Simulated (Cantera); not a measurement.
# Thermodynamics of silicon epitaxy and polysilicon growth, feed SiHCl3 + Cl2 + N2

Charge: 1 mol SiHCl3, 0.075 mol Cl2, a varied amount of N2, equilibrated at 800 K and 480 Pa.

Equilibrium computed with Cantera from the NASA thermochemical tables; the gas is ideal and each condensed phase is pure. Candidate condensed phases: NH4Cl, Si, Si3N4; 28 gas species. N2 is the only nitrogen source here; it is nearly inert below about 1500 K, so the nitride shown seldom forms there in practice. Kinetics and transport are ignored.

| n(N2) (mol) | x N2 | x HCl | x SiCl4 | x H2 | x SiHCl3 | x SiCl3 | n Si3N4(s) |
|---|---|---|---|---|---|---|---|
| 7.7 | 0.834 | 0.0880 | 0.0664 | 0.0121 | 8.23e-6 | 7.49e-7 | 0.136 |
| 19 | 0.926 | 0.0415 | 0.0286 | 0.00396 | 2.46e-6 | 3.91e-7 | 0.141 |
| 30 | 0.952 | 0.0277 | 0.0183 | 0.00218 | 1.30e-6 | 2.79e-7 | 0.143 |
| 41 | 0.964 | 0.0208 | 0.0134 | 0.00143 | 8.35e-7 | 2.21e-7 | 0.144 |
| 52 | 0.972 | 0.0167 | 0.0106 | 0.00104 | 5.94e-7 | 1.85e-7 | 0.145 |
| 63 | 0.976 | 0.0140 | 0.00877 | 0.000795 | 4.51e-7 | 1.60e-7 | 0.146 |
| 75 | 0.980 | 0.0119 | 0.00736 | 0.000625 | 3.50e-7 | 1.40e-7 | 0.146 |
| 86 | 0.983 | 0.0104 | 0.00642 | 0.000516 | 2.87e-7 | 1.26e-7 | 0.147 |
| 97 | 0.985 | 0.00931 | 0.00569 | 0.000436 | 2.41e-7 | 1.15e-7 | 0.147 |
| 110 | 0.986 | 0.00826 | 0.00502 | 0.000366 | 2.01e-7 | 1.05e-7 | 0.147 |
x: gas mole fraction; n: condensed amount in mol.

From 7.7 mol N2 to 110 mol N2 the condensed part is Si3N4(s). The main Si-bearing gas is SiCl4 throughout. The share of Si in condensed phases is highest at 110 mol N2 (44.2 %) and lowest at 7.7 mol N2 (40.9 %).
